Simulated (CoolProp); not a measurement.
R125 along the isotherm 184.3 K: Z from the reference equation and from simpler models built on Tc = 339.2 K, pc = 3.618 MPa, ω = 0.305; each cubic takes its own stable root.

Values from CoolProp's reference Helmholtz-energy equation of state, Lemmon 2005.

```
p (MPa)   phase  reference  van der Waals  Soave-Redlich-Kwong  Peng-Robinson
-------  ------  ---------  -------------  -------------------  -------------
2.26     liquid     0.1068         0.1780               0.1173              …
4.52     liquid          …         0.3524               0.2339         0.2079
6.78     liquid          …         0.5241               0.3497              …
9.05     liquid     0.4245         0.6942               0.4654              …
11.3     liquid     0.5288              …                    …         0.5159
13.6     liquid     0.6349          1.029                    …         0.6194
```

Problem. What belongs in the gaps?

Solution. 
- 2.26, Peng-Robinson: 0.1043
- 4.52, reference: 0.2131
- 6.78, reference: 0.3188
- 6.78, Peng-Robinson: 0.3111
- 9.05, Peng-Robinson: 0.4142
- 11.3, van der Waals: 0.8609
- 11.3, Soave-Redlich-Kwong: 0.5794
- 13.6, Soave-Redlich-Kwong: 0.6953
